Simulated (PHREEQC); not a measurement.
Consider water at 20 °C with 0.012 mol/kgw Mg(NO3)2. Closed to the air; pH follows from the charge balance.

Computed with PHREEQC (ion-association model, phreeqc.dat).

No solid was allowed to form.

Problem. What specific conductance does the model give?

Solution. specific conductance 2240 µS/cm.
